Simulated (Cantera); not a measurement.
## Hydrocarbon pyrolysis for carbon deposition

An isothermal, constant-pressure homogeneous reactor starts with C2H6 : N2 = 2.3 : 64 (molar parts), at 1650 K and 1.00 bar.

Cantera simulation using GRI-Mech 3.0 (53 species, 325 reactions); the numbers are that mechanism's predictions, not measurements. GRI-Mech 3.0 stops at C3 and has no aromatics, soot or wall deposition, so with more carbon than oxygen in the feed, carbon stays in small species such as C2H2 where larger ones or solid carbon would form.

| t (s) | x C2H6 | x C2H | x H | x C2H2 | x CH2 | x CH4 | x C2H4 |
|---|---|---|---|---|---|---|---|
| 6.00e-6 | 0.0331 | 1.20e-11 | 4.29e-5 | 4.75e-7 | 2.04e-6 | 0.000163 | 0.000352 |
| 2.51e-5 | 0.0239 | 2.45e-8 | 0.000141 | 0.000292 | 7.84e-6 | 0.00188 | 0.00699 |
| 0.000105 | 0.00467 | 1.78e-7 | 0.000167 | 0.00655 | 4.48e-6 | 0.00790 | 0.0174 |
| 0.000441 | 0.000102 | 1.04e-7 | 5.25e-5 | 0.0191 | 2.62e-7 | 0.00987 | 0.00880 |
| 0.00185 | 7.50e-6 | 4.15e-8 | 1.83e-5 | 0.0249 | 2.70e-8 | 0.00981 | 0.00302 |
| 0.00775 | 5.58e-6 | 4.23e-8 | 1.78e-5 | 0.0277 | 2.21e-8 | 0.00944 | 0.000257 |
| 0.0325 | 4.21e-6 | 4.35e-8 | 1.85e-5 | 0.0284 | 1.94e-8 | 0.00821 | 0.000147 |
| 0.136 | 1.74e-6 | 4.59e-8 | 2.02e-5 | 0.0298 | 1.28e-8 | 0.00527 | 0.000138 |
| 0.570 | 2.82e-7 | 4.89e-8 | 2.21e-5 | 0.0313 | 5.27e-9 | 0.00208 | 0.000142 |
| 2.39 | 4.25e-8 | 5.04e-8 | 2.30e-5 | 0.0320 | 1.90e-9 | 0.000730 | 0.000147 |
| 10.0 | 2.89e-8 | 5.06e-8 | 2.31e-5 | 0.0320 | 1.47e-9 | 0.000564 | 0.000148 |
x: mole fraction; the columns are a selection and need not sum to one.

Equilibrium at this temperature and pressure: C2H6 7.66e-9, C2H 1.32e-8, H 2.32e-5, C2H2 0.00837, CH2 7.56e-10, CH4 0.000292, C2H4 3.89e-5 (gas phase only).
